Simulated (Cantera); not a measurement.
Equilibrium for boron, boron nitride and boron oxide: BF3 + H2O + H2

Feed: 1 mol BF3, 0.056 mol H2O, a varied amount of H2, equilibrated at 1375 K and 1.33 mbar.

Method: chemical equilibrium by Gibbs-energy minimisation in Cantera with the NASA 1993 tables (ideal gas, pure condensed phases). Candidate condensed phases: B, B2O3, B3O3H3, H2O; 43 gas species. The tables' values for BF2 are old estimates; treat these amounts as uncertain. Rates play no part.

From 7.1 mol H2 to 83 mol H2 nothing is condensed. The main B-bearing gas is BF3 throughout.

| n(H2) (mol) | x H2 | x BF3 | x HF | x BOF | x BHF2 |
|---|---|---|---|---|---|
| 7.1 | 0.861 | 0.112 | 0.0168 | 0.00679 | 0.00180 |
| 11 | 0.905 | 0.0749 | 0.0123 | 0.00459 | 0.00173 |
| 16 | 0.932 | 0.0523 | 0.00948 | 0.00325 | 0.00162 |
| 24 | 0.953 | 0.0350 | 0.00717 | 0.00221 | 0.00146 |
| 37 | 0.968 | 0.0225 | 0.00537 | 0.00145 | 0.00128 |
| 55 | 0.978 | 0.0148 | 0.00415 | 0.000980 | 0.00110 |
| 83 | 0.985 | 0.00952 | 0.00321 | 0.000650 | 0.000917 |
x: gas mole fraction; nothing condenses.
